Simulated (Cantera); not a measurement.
A closed system holds: 1 mol HgO, 2.4 mol O2, 0.58 mol N2, at 1623.15 K and 173 Torr.

Equilibrium computed with Cantera from the NASA thermochemical tables; the gas is ideal and each condensed phase is pure. Candidate condensed phases: Hg, HgO; 10 gas species. Kinetics and transport are ignored.

Base state: O2 0.647, Hg 0.223, N2 0.129, NO 0.00151, O 3.19e-5 (mole fractions); condensed: gas only.

Task: What changes in the equilibrium state with this change: HgO replaced by Pb?

Result: 
```
species       before    after
-----------  -------  -------
O2             0.647    0.638
N2             0.129    0.194
PbO                0    0.162
Hg             0.223        0
Pb                 0  0.00451
NO           0.00151  0.00184
O            3.19e-5  3.17e-5
PbO(l), mol        0    0.504
```
Gases not in the tables: (PbO)n polymers. Further candidate phases: Pb, PbO, PbO2, Pb3O4.
